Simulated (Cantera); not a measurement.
Charge: 1 mol V, 11 mol N₂O, 13 mol N₂, equilibrated at 1223.15 K and 668 Torr.

Cantera equilibrium calculation (NASA polynomials, part measured and part estimated; ideal gas, pure solids and liquids). Candidate condensed phases: V, VN, VO, V₂O₃, V₂O₄, V₂O₅; 13 gas species. Condensed phases not in the tables: the oxides between V₂O₃ and V₂O₅ other than VO₂. Gases not in the tables: V₄O₁₀. The numbers say what is thermodynamically allowed, not how fast it happens.

Base state: N₂ 0.849, O₂ 0.150, NO 0.000204 (mole fractions); condensed: V₂O₅(l).

What changes in the equilibrium state with this change: V replaced by Cr?


```tsv
species	before	after
N₂	0.849	0.835
O₂	0.150	0.165
NO	0.000204	0.000212
V₂O₅(l), mol	0.500	0
Cr₂O₃(s), mol	0	0.500
```
Further candidate phases: Cr, CrN, Cr₂N, Cr₂O₃.

What changes in the equilibrium state with this change: N₂O from 11 to 2.2 mol?


| species | before | after |
|---|---|---|
| N₂ | 0.849 | 0.996 |
| O₂ | 0.150 | 0.00370 |
| NO | 0.000204 | 3.47e-5 |
| V₂O₅(l), mol | 0.500 | 0.0864 |
| V₂O₄(s), mol | 0 | 0.414 |
Mutual solubility and eutectic melting of coexisting phases are not modelled.

What changes in the equilibrium state with this change: N₂O from 11 to 0.18 mol?


```csv
species,before,after
N₂,0.849,1.00
O₂,0.150,<1e-9
NO,0.000204,<1e-9
"V₂O₅(l), mol",0.500,0
"VN(s), mol",0,0.880
"V₂O₃(s), mol",0,0.0600
```
Mutual solubility and eutectic melting of coexisting phases are not modelled. VN: taken at fixed stoichiometry. Condensed phases not in the tables: the oxides between V₂O₃ and V₂O₅ other than VO₂, V₂N.
